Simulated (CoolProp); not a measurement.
A single-stage vapour-compression cycle with hydrogen sulfide: evaporating at 204.15 K (dew point), condensing at 237.15 K (bubble point), superheat 8 K, subcooling 2 K, compressor efficiency 0.9, no pressure losses. Each further row changes one setting.

Computed with CoolProp (reference Helmholtz-energy equation of state, Lemmon 2006). It is a short technical equation, of lower accuracy than the large ones.

| case | cooling COP | pressure ratio | discharge temperature (K) | refrigerating effect (kJ/kg) | volumetric capacity (kJ/m³) |
|---|---|---|---|---|---|
| as stated | 4.69 | 4.73 | 322.1 | 503 | 629 |
| evaporating temperature 209.15 K | 5.81 | 3.61 | 307.0 | 507 | 815 |
| condensing temperature 232.15 K | 5.65 | 3.86 | 305.4 | 513 | 641 |
| subcooling 7 K | 4.78 | 4.73 | 322.1 | 513 | 641 |
| superheat 18 K | 4.56 | 4.73 | 336.9 | 513 | 611 |
| compressor efficiency 0.8 | 4.17 | 4.73 | 335.0 | 503 | 629 |
